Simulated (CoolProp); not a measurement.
Vapour-liquid equilibrium of R134a (1) + R141b (2) at 0.276 MPa; x and y are mole fractions of (1).

Model: multi-fluid Helmholtz-energy mixture model, Tillner-Roth 1994 and Lemmon 2006; pair parameters Bell 2016, in CoolProp.

```csv
x,"bubble temperature, mixture model (K)","bubble temperature, Raoult's law (K)","y, mixture model","y, Raoult's law"
0.05,325.1,328.1,0.313,0.270
0.125,(withheld),317.4,0.576,0.516
0.2,302.3,309.2,0.713,0.662
0.275,295.5,302.7,0.791,0.757
0.35,290.6,297.2,0.840,0.821
0.425,286.8,292.7,(withheld),0.867
0.5,283.8,288.7,(withheld),0.901
0.575,281.4,285.3,0.916,0.927
0.65,279.4,282.2,0.931,0.947
0.725,(withheld),279.5,0.945,0.963
0.8,275.9,277.1,0.959,0.976
0.875,274.3,274.8,(withheld),0.986
0.95,272.6,272.8,(withheld),0.995
```

Task: Fill in the missing entries.

Result: 
- 0.125, bubble temperature, mixture model (K): 311.7
- 0.425, y, mixture model: 0.873
- 0.5, y, mixture model: 0.897
- 0.725, bubble temperature, mixture model (K): 277.6
- 0.875, y, mixture model: 0.973
- 0.95, y, mixture model: 0.988

The largest gap from Raoult's law is -7.2 K in bubble temperature, at x = 0.275. No azeotrope shows between x = 0.05 and 0.95.

The pair parameters rest on a limited set of measurements; away from them the model extrapolates.
